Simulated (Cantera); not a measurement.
Mixture: H2 : O2 : N2 = 1 : 0.312 : 1.17 (molar parts), equivalence ratio 1.6, at 900 Torr, adiabatic and at constant volume. Ignition delay is the time to a rise of 400 K.

Cantera simulation using the H2/O2 subset of GRI-Mech 3.0, which has no nitrogen chemistry; the numbers are that mechanism's predictions, not measurements. Below about 950 K walls govern HO2 and H2O2 in real vessels.

Predict: delay at 850 K; delay at 900 K; delay at 950 K; delay at 1000 K; delay at 1050 K; delay at 1100 K.


| Property | Result |
|---|---|
| delay at 850 K | 1.30 s |
| delay at 900 K | 0.201 s |
| delay at 950 K | 18.3 ms |
| delay at 1000 K | 0.439 ms |
| delay at 1050 K | 0.142 ms |
| delay at 1100 K | 81.6 µs |
